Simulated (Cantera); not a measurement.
## Iron carbonyl, mercury and lead vapours: PbO + H₂ + H₂O

Feed: 1 mol PbO, 1.5 mol H₂, 0.00066 mol H₂O, held at 4.58 Torr.

Equilibrium computed with Cantera from the NASA thermochemical tables; the gas is ideal and each condensed phase is pure. Candidate condensed phases: H₂O, Pb, PbO, PbO₂, Pb₃O₄; 12 gas species. Rates play no part.

```tsv
T (K)	log p H₂O	log p Pb	log p H₂	log p PbO	log p H	log p Pb₂	n Pb(l)
1098	-2.40	-3.93	-2.70	-8.62	-8.96	-8.86	0.971
1148	-2.41	-3.55	-2.71	-7.98	-8.50	-8.22	0.928
1198	-2.44	-3.20	-2.74	-7.40	-8.09	-7.64	0.829
1248	-2.49	-2.89	-2.80	-6.87	-7.73	-7.11	0.593
1298	-2.61	-2.61	-2.91	-6.40	-7.43	-6.66	0
1348	-2.61	-2.61	-2.91	-6.21	-7.09	-6.75	0
1398	-2.61	-2.61	-2.91	-6.04	-6.78	-6.84	0
1448	-2.61	-2.61	-2.91	-5.88	-6.49	-6.92	0
1498	-2.61	-2.61	-2.91	-5.74	-6.22	-6.99	0
```
log p: log10 of the partial pressure in bar; n: condensed amount in mol.

From 1098 K to 1248 K the condensed part is Pb(l). From 1298 K to 1498 K nothing is condensed. The main Pb-bearing gas is Pb throughout.
